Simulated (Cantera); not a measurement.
Input: 1 mol Si, 0.001 mol O2, 28 mol N2, held at 1925 K and 370000 Pa.

Cantera equilibrium calculation (NASA polynomials, part measured and part estimated; ideal gas, pure solids and liquids). Candidate condensed phases: Si, SiO2, Si2N2O, Si3N4; 16 gas species. Equilibrium is a limit: real reactors are often held back by kinetics, nucleation or transport.

Base state: N2 1.000, SiO 7.32e-5 (mole fractions); condensed: Si3N4(s).

What changes in the equilibrium state with this change: pressure from 370000 Pa to 0.110 Pa?


```tsv
species	before	after
N2	1.000	0.966
Si	2.98e-7	0.0344
SiO	7.32e-5	6.90e-5
SiN	1.80e-7	1.11e-5
Si3N4(s), mol	0.333	0
```
The tables' values for SiN are old estimates; treat these amounts as uncertain.

What changes in the equilibrium state with this change: O2 from 0.001 to 1.4 mol?


```json
[
 {"species": "N2", "before": "1.000", "after": "0.985"},
 {"species": "O2", "before": "<1e-9", "after": "0.0132"},
 {"species": "NO", "before": "<1e-9", "after": "0.00173"},
 {"species": "SiO", "before": "7.32e-5", "after": "4.17e-9"},
 {"species": "O", "before": "<1e-9", "after": "2.20e-5"},
 {"species": "Si3N4(s), mol", "before": "0.333", "after": "0"},
 {"species": "SiO2(condensed), mol", "before": "0", "after": "1.000"}
]
```
The tables hold silica as quartz up to 1696 K and as liquid above; real silica turns to tridymite and cristobalite and melts near 1996 K.
